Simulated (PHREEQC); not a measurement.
1 kg of water holding 0.44 mol NaHCO3, 0.5 mol Na2SO4 and 0.016 mol KCl is evaporated at 25 °C; the solids stay in contact with the brine. CO2 is held at log p = -3.4 (atm). The run lets Arcanite, Burkeite, Glaserite, Halite, Kalicinite, Mirabilite, Misenite, Nahcolite, Natron, Sylvite, Thenardite, Trona precipitate or redissolve, and no other solid.

The series has 13 steps of water left (kg), from 1.003 to 0.01846.

Equilibrium calculation in PHREEQC: Pitzer model, pitzer.dat.

Question: Which solids form, in which order, and at which step of the series does each first stand?

Answer: Mirabilite from water left = 0.2506 kg (pH 9.90); Trona from water left = 0.08159 kg (pH 9.99); Glaserite from water left = 0.01846 kg (pH 9.94); Thenardite from water left = 0.01846 kg (pH 9.94).
